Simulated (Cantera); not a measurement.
Cantera run, input and output.

```python
import numpy as np
import cantera as ct

gas = ct.Solution("gri30.yaml")
gas.TPX = 1150, 2666, {'H2': 0.0096, 'O2': 2.2}
reactor = ct.IdealGasConstPressureReactor(gas, energy="off", clone=False)
net = ct.ReactorNet([reactor])
net.rtol, net.atol = 1e-08, 1e-18
show = ['H2', 'O2', 'H', 'H2O2', 'OH']
times = np.geomspace(1e-06, 20, 15)

steps = ct.SolutionArray(gas, extra=["t"])
rows = []
print(f"{'t/s':>10s}{'T/K':>9s}{'P/Pa':>11s}" + "".join(f"{s:>11s}" for s in show))
for t in times:
    while net.time < t:
        t_next = net.step()
        steps.append(gas.state, t=t_next)
    rows.append([np.interp(t, steps.t, y) for y in (steps.T, steps.P, *steps(*show).X.T)])
    print(f"{t:10.3e}{rows[-1][0]:9.1f}{rows[-1][1]:11.4g}" + "".join(f"{x:11.3e}" for x in rows[-1][2:]))
rate = np.gradient(steps.T, steps.t)
print("integrator steps:", len(steps.t))
if steps.T.max() > steps.T[0] + 200:
    print(f"time of steepest temperature rise: {steps.t[rate.argmax()]:.4e} s")
gas.TPX = 1150, 2666, {'H2': 0.0096, 'O2': 2.2}
gas.equilibrate("TP")
print(f"equilibrium (TP): T = {gas.T:.1f} K  " + "  ".join(f"{s} {gas[s].X[0]:.3e}" for s in show))
```

It prints:

```
       t/s      T/K       P/Pa         H2         O2          H       H2O2         OH
 1.000e-06   1150.0       2666  4.345e-03  9.957e-01  2.904e-12  6.617e-19  5.497e-14
 3.323e-06   1150.0       2666  4.345e-03  9.957e-01  9.233e-12  7.411e-18  5.968e-13
 1.104e-05   1150.0       2666  4.345e-03  9.957e-01  2.676e-11  8.067e-17  5.899e-12
 3.669e-05   1150.0       2666  4.345e-03  9.957e-01  6.007e-11  8.918e-16  4.891e-11
 1.219e-04   1150.0       2666  4.345e-03  9.957e-01  9.391e-11  9.845e-15  2.814e-10
 4.051e-04   1150.0       2666  4.345e-03  9.957e-01  1.762e-10  1.085e-13  1.305e-09
 1.346e-03   1150.0       2666  4.345e-03  9.957e-01  8.919e-10  1.190e-12  9.964e-09
 4.472e-03   1150.0       2666  4.342e-03  9.957e-01  1.095e-07  1.777e-11  1.314e-06
 1.486e-02   1150.0       2666  6.586e-05  9.920e-01  1.186e-04  3.438e-08  4.068e-04
 4.938e-02   1150.0       2666  5.942e-06  9.932e-01  4.765e-05  1.616e-08  2.365e-04
 1.641e-01   1150.0       2666  2.324e-06  9.946e-01  1.170e-05  1.402e-08  1.488e-04
 5.452e-01   1150.0       2666  4.577e-07  9.954e-01  1.053e-06  8.664e-09  6.697e-05
 1.811e+00   1150.0       2666  6.087e-08  9.956e-01  5.336e-08  2.822e-09  2.488e-05
 6.019e+00   1150.0       2666  8.189e-09  9.956e-01  2.738e-09  5.721e-10  9.269e-06
 2.000e+01   1150.0       2666  1.383e-09  9.956e-01  1.962e-10  1.132e-10  3.852e-06
integrator steps: 1599
equilibrium (TP): T = 1150.0 K  H2 1.156e-10  O2 9.956e-01  H 4.945e-12  H2O2 1.065e-11  OH 1.126e-06
```

Computed with Cantera and GRI-Mech 3.0 (53 species, 325 reactions). Radical loss at walls, strong at low pressure, is not modelled.
